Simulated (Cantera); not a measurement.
A closed system holds: 1 mol SiH₄, 2 mol CO₂, a varied amount of H₂, held at 650 K and 100 Torr.

These are equilibrium values from Cantera (NASA tables, ideal gas, pure condensed phases), not measurements of a reactor. Candidate condensed phases: C, C₆H₆, C₇H₈, C₈H₁₈, H₂O, Si, SiC, SiO₂; 123 gas species. The numbers say what is thermodynamically allowed, not how fast it happens.

x: gas mole fraction; n: condensed amount in mol.

```json
[
 {"n(H₂) (mol)": "0.44", "x H₂": "0.217", "x H₂O": "0.432", "x CH₄": "0.164", "x CO₂": "0.181", "x CO": "0.00585", "x C₂H₆": "2.12e-7", "n C(graphite)": "1.12", "n SiO₂(α-quartz)": "1.00"},
 {"n(H₂) (mol)": "0.65", "x H₂": "0.226", "x H₂O": "0.427", "x CH₄": "0.177", "x CO₂": "0.164", "x CO": "0.00556", "x C₂H₆": "2.39e-7", "n C(graphite)": "1.09", "n SiO₂(α-quartz)": "1.00"},
 {"n(H₂) (mol)": "0.96", "x H₂": "0.238", "x H₂O": "0.419", "x CH₄": "0.196", "x CO₂": "0.142", "x CO": "0.00518", "x C₂H₆": "2.78e-7", "n C(graphite)": "1.03", "n SiO₂(α-quartz)": "1.00"},
 {"n(H₂) (mol)": "1.4", "x H₂": "0.252", "x H₂O": "0.405", "x CH₄": "0.220", "x CO₂": "0.118", "x CO": "0.00472", "x C₂H₆": "3.31e-7", "n C(graphite)": "___", "n SiO₂(α-quartz)": "1.00"},
 {"n(H₂) (mol)": "2.1", "x H₂": "0.271", "x H₂O": "0.380", "x CH₄": "0.254", "x CO₂": "0.0905", "x CO": "0.00413", "x C₂H₆": "4.10e-7", "n C(graphite)": "___", "n SiO₂(α-quartz)": "1.00"},
 {"n(H₂) (mol)": "3.1", "x H₂": "0.291", "x H₂O": "0.347", "x CH₄": "0.294", "x CO₂": "0.0651", "x CO": "0.00350", "x C₂H₆": "5.09e-7", "n C(graphite)": "___", "n SiO₂(α-quartz)": "1.00"},
 {"n(H₂) (mol)": "4.6", "x H₂": "0.313", "x H₂O": "0.303", "x CH₄": "0.339", "x CO₂": "0.0430", "x CO": "0.00285", "x C₂H₆": "6.31e-7", "n C(graphite)": "___", "n SiO₂(α-quartz)": "1.00"},
 {"n(H₂) (mol)": "6.8", "x H₂": "0.437", "x H₂O": "0.273", "x CH₄": "0.281", "x CO₂": "0.00757", "x CO": "0.000777", "x C₂H₆": "3.10e-7", "n C(graphite)": "0", "n SiO₂(α-quartz)": "1.00"},
 {"n(H₂) (mol)": "10", "x H₂": "0.602", "x H₂O": "0.198", "x CH₄": "0.199", "x CO₂": "0.000780", "x CO": "0.000152", "x C₂H₆": "1.13e-7", "n C(graphite)": "0", "n SiO₂(α-quartz)": "1.00"},
 {"n(H₂) (mol)": "15", "x H₂": "0.734", "x H₂O": "0.133", "x CH₄": "0.133", "x CO₂": "0.000107", "x CO": "3.80e-5", "x C₂H₆": "4.15e-8", "n C(graphite)": "0", "n SiO₂(α-quartz)": "1.00"},
 {"n(H₂) (mol)": "22", "x H₂": "0.818", "x H₂O": "0.0908", "x CH₄": "0.0909", "x CO₂": "2.21e-5", "x CO": "1.28e-5", "x C₂H₆": "1.73e-8", "n C(graphite)": "0", "n SiO₂(α-quartz)": "1.00"},
 {"n(H₂) (mol)": "33", "x H₂": "0.879", "x H₂O": "0.0606", "x CH₄": "0.0606", "x CO₂": "4.93e-6", "x CO": "4.59e-6", "x C₂H₆": "7.18e-9", "n C(graphite)": "0", "n SiO₂(α-quartz)": "1.00"},
 {"n(H₂) (mol)": "48", "x H₂": "0.917", "x H₂O": "0.0417", "x CH₄": "0.0417", "x CO₂": "1.35e-6", "x CO": "1.91e-6", "x C₂H₆": "3.25e-9", "n C(graphite)": "0", "n SiO₂(α-quartz)": "1.00"}
]
```

Question: Complete the blanks.

Answer: 
- 1.4, n C(graphite): 0.937
- 2.1, n C(graphite): 0.767
- 3.1, n C(graphite): 0.492
- 4.6, n C(graphite): 0.0366
